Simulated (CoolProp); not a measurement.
Vapour-liquid equilibrium of R143a (1) + R152A (2) at 285.9 K; x and y are mole fractions of (1).

Model: multi-fluid Helmholtz-energy mixture model, Lemmon and Jacobsen 2000 and Outcalt 1996; pair parameters Bell 2016, in CoolProp.

Problem. Give the bubble pressure and the first vapour's composition at x = 0.575, 0.725, 0.95. Is there an azeotrope?

Solution. x = 0.575: 7.144 bar, y = 0.716; x = 0.725: 7.824 bar, y = 0.823; x = 0.95: 8.825 bar, y = 0.969. No azeotrope shows between x = 0.05 and 0.95.

The pair parameters rest on a limited set of measurements; away from them the model extrapolates.
